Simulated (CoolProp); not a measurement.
Vapour-liquid equilibrium of ethylene (1) + propane (2) at 240.2 K; x and y are mole fractions of (1).

Computed with CoolProp (multi-fluid Helmholtz-energy mixture model, Smukala 2000 and Lemmon 2009; pair parameters Bell 2016).

```tsv
x	bubble pressure, mixture model (kPa)	bubble pressure, Raoult's law (kPa)	y, mixture model	y, Raoult's law
0.05	(withheld)	230.9	0.364	0.386
0.125	349.3	353.4	0.602	0.631
0.2	470.0	476.0	0.719	0.749
0.275	589.9	598.5	0.789	0.819
0.35	708.6	721.1	0.835	0.866
0.425	826.0	843.6	(withheld)	0.898
0.5	942.2	966.1	0.894	0.923
0.575	(withheld)	1089	0.915	0.942
0.65	1175	1211	(withheld)	0.957
0.725	1293	1334	0.949	0.969
0.8	1416	1456	0.963	0.980
0.875	1545	1579	0.977	0.988
0.95	1683	1701	0.991	0.996
```

Task: What belongs in the gaps?

Result: 
- 0.05, bubble pressure, mixture model (kPa): 228.8
- 0.425, y, mixture model: 0.869
- 0.575, bubble pressure, mixture model (kPa): 1058
- 0.65, y, mixture model: 0.933

The largest gap from Raoult's law is -3.1 % in bubble pressure, at x = 0.725. No azeotrope shows between x = 0.05 and 0.95.

The pair parameters rest on a limited set of measurements; away from them the model extrapolates.
